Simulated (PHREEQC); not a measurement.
Make-up at 25 °C: 1.2 mol LiCl and 0.2 mol NaCl per kg of water. Closed to the air; pH follows from the charge balance.

Computed with PHREEQC (Pitzer model, pitzer.dat).

The ionic strength comes out as 1.40 mol/kgw. What activity coefficients do Na+, Li+, Cl- get?

Na+ 0.89, Li+ 1.1, Cl- 0.59. Single-ion values are on the MacInnes scale.

This is a speciation only: nothing precipitates in the calculation.
